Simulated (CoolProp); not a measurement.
R123 along the isobar 2.49 MPa: fugacity coefficient from the reference equation and from simpler models built on Tc = 183.7 °C, pc = 3.662 MPa, ω = 0.282; each cubic takes its own stable root.

Computed with CoolProp (reference Helmholtz-energy equation of state, Younglove 1994). It is a modified Benedict-Webb-Rubin equation, recast in Helmholtz form.

| T (°C) | phase | reference |
|---|---|---|
| 23.25 | liquid | 0.03663 |
| 38.95 | liquid | 0.06245 |
| 54.55 | liquid | 0.09937 |
| 70.25 | liquid | 0.1499 |
| 85.85 | liquid | 0.2148 |
| 101.55 | liquid | 0.2958 |
| 117.25 | liquid | 0.3924 |
| 132.85 | liquid | 0.5028 |
| 148.55 | liquid | 0.6259 |
| 164.25 | gas | 0.7313 |
| 179.85 | gas | 0.7647 |
| 195.55 | gas | 0.7925 |
| 211.15 | gas | 0.8158 |
| 226.85 | gas | 0.8362 |

**Question.** How far does each simpler model (van der Waals, Redlich-Kwong, Soave-Redlich-Kwong, Peng-Robinson) lie from the reference over these 14 states: mean and median of the absolute difference, and the worst?

**Answer.** 
- van der Waals: mean 104.5 %, median 46.8 %, worst +453.4 % at 23.25 °C and 2.49 MPa
- Redlich-Kwong: mean 27.5 %, median 18.3 %, worst +89.8 % at 23.25 °C and 2.49 MPa
- Soave-Redlich-Kwong: mean 1.7 %, median 1.9 %, worst +3.0 % at 117.25 °C and 2.49 MPa
- Peng-Robinson: mean 0.9 %, median 0.5 %, worst -2.1 % at 195.55 °C and 2.49 MPa

At some of these states van der Waals gives the other phase, because its saturation line lies elsewhere.
